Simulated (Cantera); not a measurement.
Mixture: C3H8 : O2 : N2 : H2O = 1 : 7.69 : 28.5 : 5.5 (molar parts), equivalence ratio 0.65, at 7500 Torr, adiabatic and at constant pressure. Ignition delay is the time to a rise of 400 K.

Cantera simulation using GRI-Mech 3.0 (53 species, 325 reactions); the numbers are that mechanism's predictions, not measurements. GRI-Mech 3.0 was tuned for natural gas; its chemistry of propane as a main component is partial and can be far from experiment.

Q: What does this change do: constant volume in place of constant pressure?

A: 
| quantity | before | after |
|---|---|---|
| delay at 1323 K | 0.206 ms | 0.193 ms |
| delay at 1523 K | 17.1 µs | 15.5 µs |
| delay at 1723 K | 3.51 µs | 3.06 µs |
| delay at 1923 K | 1.36 µs | 1.14 µs |
| apparent activation energy between 1823 and 2023 K | 110 kJ/mol | 120 kJ/mol |

Q: What does this change do: 2 parts CO2 added?

A: 
| quantity | before | after |
|---|---|---|
| delay at 1323 K | 0.206 ms | 0.215 ms |
| delay at 1523 K | 17.1 µs | 17.9 µs |
| delay at 1723 K | 3.51 µs | 3.71 µs |
| delay at 1923 K | 1.36 µs | 1.47 µs |
| apparent activation energy between 1823 and 2023 K | 110 kJ/mol | 100 kJ/mol |
